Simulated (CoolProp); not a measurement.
Vapour pressure (kPa) of R22: the reference equation beside estimates from Tc = 369.3 K, pc = 4990 kPa, ω = 0.221. Clausius-Clapeyron is anchored at 277.6 K with a constant enthalpy of vaporisation of 17.42 kJ/mol.

Model: reference Helmholtz-energy equation of state, Kamei 1995, in CoolProp.

```tsv
T (K)	reference	Lee-Kesler	Clausius-Clapeyron	Redlich-Kwong
263.3	356.7	357.1	381.1	508.5
266.2	394.6	395.4	415.6	556.2
269	434.1	435.2	451.1	605.1
271.9	478.0	479.5	490.1	658.9
274.8	525.3	527.0	531.6	716.1
277.6	574.1	576.2	574.1	774.5
280.5	628.2	630.6	620.7	838.4
283.4	686.1	688.8	670.0	906.0
286.2	745.6	748.6	720.2	974.8
289.1	811.3	814.5	775.1	1050
292	881.1	884.5	832.9	1129
294.8	952.7	956.2	891.7	1209
297.7	1031	1035	955.6	1295
300.5	1112	1115	1020	1383
303.4	1200	1203	1091	1478
```

Absolute difference from the reference over all 15 rows, mean and median: Lee-Kesler 0.3 and 0.4 %, Clausius-Clapeyron 4.5 and 4.5 %, Redlich-Kwong 32.4 and 32.1 %.
